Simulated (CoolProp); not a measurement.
Vapour pressure (bar) of octamethyltrisiloxane (MDM): the reference equation beside estimates from Tc = 565.4 K, pc = 14.38 bar, ω = 0.528.

The numbers come from the reference Helmholtz-energy equation of state, Thol 2017 in CoolProp.

| T (K) | reference | Lee-Kesler | Redlich-Kwong | Peng-Robinson |
|---|---|---|---|---|
| 425.3 | … | 0.9947 | 2.244 | 0.9970 |
| 440.6 | 1.475 | 1.460 | 2.926 | … |
| 455.9 | 2.098 | 2.078 | 3.740 | 2.080 |
| 471.3 | 2.910 | 2.884 | … | 2.890 |
| 486.6 | 3.933 | 3.902 | 5.818 | 3.919 |
| 501.9 | 5.208 | 5.175 | 7.097 | 5.209 |
| 517.2 | … | 6.748 | 8.550 | 6.803 |
| 532.5 | 8.691 | 8.677 | 10.19 | … |

**Question.** Some entries are withheld; supply them.

**Answer.** 
- 425.3, reference: 1.005
- 440.6, Peng-Robinson: 1.461
- 471.3, Redlich-Kwong: 4.705
- 517.2, reference: 6.777
- 532.5, Peng-Robinson: 8.750

Absolute difference from the reference over all 8 rows, mean and median: Lee-Kesler 0.7 and 0.8 %, Redlich-Kwong 61.2 and 54.8 %, Peng-Robinson 0.6 and 0.7 %.
